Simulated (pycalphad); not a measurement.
Source of the numbers: pycalphad with the COST 507 light-alloy database (1999); pressure 1 atm. The database dates from 1999; later assessments differ in places, in temperatures and in the compounds included. The system is extrapolated from its subsystems; higher-order compounds may be missing. Amounts are mole fractions of atoms. Kinetics are ignored, which matters at the lower temperatures.

Task: Give the equilibrium state of Ti-0.7Al-0.31C (at.%) at 550 K.

Result: 
```
T = 550.00 K, P = 101325 Pa, N = 1 mol of atoms
G = -20598 J/mol, H = 5320 J/mol, S = 47.12 J/(mol K)  (SER reference)
chemical potentials (J/mol): Ti -19169, Al -130738, C -228189
phase             fraction      x(Ti)      x(Al)       x(C)
HCP_A3              0.9919     0.9928     0.0071   0.000118
FCC_A1              0.0081     0.6323   6.32e-15     0.3677
```

FCC_A1 is fcc; HCP_A3 is hcp. The fcc model also describes the rock-salt carbide or nitride (TiC, TiN, HfC).
